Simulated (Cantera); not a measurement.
A closed system holds: 1 mol B, 82 mol H₂, equilibrated at 1602 °C and 28000 Pa.

Cantera equilibrium calculation (NASA polynomials, part measured and part estimated; ideal gas, pure solids and liquids). Candidate condensed phases: B; 7 gas species. The tables' values for BH₂ are old estimates; treat these amounts as uncertain. Gases not in the tables: B₂H₆ and higher boranes. Kinetics and transport are ignored.

Question: What is the equilibrium state?

Answer: x(H₂): 0.999
x(H): 0.00124
x(BH₂): 0.000217
x(BH₃): 1.34e-5
n(B(s)): 0.981 mol
gas amount: 82.05 mol
